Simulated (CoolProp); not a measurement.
Vapour-liquid equilibrium of hydrogen sulfide (1) + isobutane (2) at 288.8 K; x and y are mole fractions of (1).

Computed with CoolProp (multi-fluid Helmholtz-energy mixture model, Lemmon 2006 and Bücker 2006; pair parameters Kunz 2012).

```json
[
 {"x": "0.05", "bubble pressure (kPa)": "363.7", "y at the bubble point": "0.289", "dew pressure at overall composition x (kPa)": "?", "liquid density (mol/L)": "9.989"},
 {"x": "0.125", "bubble pressure (kPa)": "513.3", "y at the bubble point": "0.518", "dew pressure at overall composition x (kPa)": "300.1", "liquid density (mol/L)": "10.49"},
 {"x": "0.2", "bubble pressure (kPa)": "656.0", "y at the bubble point": "0.641", "dew pressure at overall composition x (kPa)": "?", "liquid density (mol/L)": "11.03"},
 {"x": "0.275", "bubble pressure (kPa)": "786.4", "y at the bubble point": "0.716", "dew pressure at overall composition x (kPa)": "357.4", "liquid density (mol/L)": "11.62"},
 {"x": "0.35", "bubble pressure (kPa)": "902.3", "y at the bubble point": "0.767", "dew pressure at overall composition x (kPa)": "394.7", "liquid density (mol/L)": "12.26"},
 {"x": "0.425", "bubble pressure (kPa)": "1004", "y at the bubble point": "0.804", "dew pressure at overall composition x (kPa)": "440.4", "liquid density (mol/L)": "12.97"},
 {"x": "0.5", "bubble pressure (kPa)": "?", "y at the bubble point": "0.833", "dew pressure at overall composition x (kPa)": "497.7", "liquid density (mol/L)": "13.76"},
 {"x": "0.575", "bubble pressure (kPa)": "1174", "y at the bubble point": "0.857", "dew pressure at overall composition x (kPa)": "571.4", "liquid density (mol/L)": "14.66"},
 {"x": "0.65", "bubble pressure (kPa)": "1249", "y at the bubble point": "0.879", "dew pressure at overall composition x (kPa)": "669.4", "liquid density (mol/L)": "?"},
 {"x": "0.725", "bubble pressure (kPa)": "1321", "y at the bubble point": "0.901", "dew pressure at overall composition x (kPa)": "804.2", "liquid density (mol/L)": "16.85"},
 {"x": "0.8", "bubble pressure (kPa)": "1392", "y at the bubble point": "0.924", "dew pressure at overall composition x (kPa)": "992.7", "liquid density (mol/L)": "18.23"},
 {"x": "0.875", "bubble pressure (kPa)": "?", "y at the bubble point": "0.949", "dew pressure at overall composition x (kPa)": "1235", "liquid density (mol/L)": "?"},
 {"x": "0.95", "bubble pressure (kPa)": "?", "y at the bubble point": "0.978", "dew pressure at overall composition x (kPa)": "?", "liquid density (mol/L)": "21.85"}
]
```

**Question.** What belongs in the gaps?

**Answer.** 
- 0.05, dew pressure at overall composition x (kPa): 277.6
- 0.2, dew pressure at overall composition x (kPa): 326.4
- 0.5, bubble pressure (kPa): 1094
- 0.65, liquid density (mol/L): 15.67
- 0.875, bubble pressure (kPa): 1465
- 0.875, liquid density (mol/L): 19.87
- 0.95, bubble pressure (kPa): 1541
- 0.95, dew pressure at overall composition x (kPa): 1468

No azeotrope shows between x = 0.05 and 0.95.

Pair parameters are fitted to limited data, so mixtures are less certain than the pure fluids.
